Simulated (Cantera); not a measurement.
A Cantera script and its output.

```python
import numpy as np
import cantera as ct

gas = ct.Solution("gri30.yaml")
gas.TPX = 1350, 1400, {'N2O': 0.16, 'N2': 0.29}
reactor = ct.IdealGasConstPressureReactor(gas, energy="off", clone=False)
net = ct.ReactorNet([reactor])
net.rtol, net.atol = 1e-08, 1e-18
show = ['N2O', 'NO', 'N2', 'O2', 'NO2']
times = np.geomspace(0.0009, 10, 11)

steps = ct.SolutionArray(gas, extra=["t"])
rows = []
print(f"{'t/s':>10s}{'T/K':>9s}{'P/Pa':>11s}" + "".join(f"{s:>11s}" for s in show))
for t in times:
    while net.time < t:
        t_next = net.step()
        steps.append(gas.state, t=t_next)
    rows.append([np.interp(t, steps.t, y) for y in (steps.T, steps.P, *steps(*show).X.T)])
    print(f"{t:10.3e}{rows[-1][0]:9.1f}{rows[-1][1]:11.4g}" + "".join(f"{x:11.3e}" for x in rows[-1][2:]))
rate = np.gradient(steps.T, steps.t)
print("integrator steps:", len(steps.t))
if steps.T.max() > steps.T[0] + 200:
    print(f"time of steepest temperature rise: {steps.t[rate.argmax()]:.4e} s")
gas.TPX = 1350, 1400, {'N2O': 0.16, 'N2': 0.29}
gas.equilibrate("TP")
print(f"equilibrium (TP): T = {gas.T:.1f} K  " + "  ".join(f"{s} {gas[s].X[0]:.3e}" for s in show))
```

Output:

```
       t/s      T/K       P/Pa        N2O         NO         N2         O2        NO2
 9.000e-04   1350.0       1400  3.555e-01  2.479e-06  6.445e-01  5.951e-06  4.253e-13
 2.285e-03   1350.0       1400  3.555e-01  1.035e-05  6.445e-01  2.485e-05  7.380e-12
 5.800e-03   1350.0       1400  3.553e-01  3.327e-05  6.446e-01  7.988e-05  7.562e-11
 1.472e-02   1350.0       1400  3.549e-01  9.199e-05  6.448e-01  2.209e-04  5.660e-10
 3.737e-02   1350.0       1400  3.539e-01  2.407e-04  6.453e-01  5.779e-04  3.675e-09
 9.487e-02   1350.0       1400  3.513e-01  6.160e-04  6.466e-01  1.479e-03  2.117e-08
 2.408e-01   1350.0       1400  3.449e-01  1.555e-03  6.498e-01  3.733e-03  1.017e-07
 6.113e-01   1350.0       1400  3.292e-01  3.850e-03  6.577e-01  9.245e-03  3.743e-07
 1.552e+00   1350.0       1400  2.929e-01  9.160e-03  6.759e-01  2.200e-02  1.095e-06
 3.939e+00   1350.0       1400  2.194e-01  1.991e-02  7.128e-01  4.784e-02  2.801e-06
 1.000e+01   1350.0       1400  1.089e-01  3.603e-02  7.684e-01  8.670e-02  5.985e-06
integrator steps: 632
equilibrium (TP): T = 1350.0 K  N2O 3.809e-09  NO 4.786e-04  N2 8.488e-01  O2 1.507e-01  NO2 4.262e-07
```

Model: GRI-Mech 3.0 (53 species, 325 reactions), integrated in Cantera. GRI-Mech 3.0 was tuned for natural gas; its chemistry of N2O as a main component is partial and can be far from experiment. Radical loss at walls, strong at low pressure, is not modelled. The mechanism lacks the step 2 NO + O2 → 2 NO2, which can matter for NO2 below about 1400 K. The temperature is held fixed by assumption; the heat of reaction is taken as removed at once.
